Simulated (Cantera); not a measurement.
A closed system holds: 1 mol CH₃F, 0.46 mol H₂, at 0.133 bar.

Equilibrium computed with Cantera from the NASA thermochemical tables; the gas is ideal and each condensed phase is pure. Candidate condensed phases: C, C₆H₆, C₇H₈, C₈H₁₈; 95 gas species. Rates play no part.

Q: At 1702 °C, list the 5 most abundant gas species with their mole fractions, and the condensed phases.

A: H₂ 0.591, HF 0.406, H 0.00288, C₂H₂ (acetylene) 0.000384, CH₄ 2.11e-5. Condensed: C(graphite).
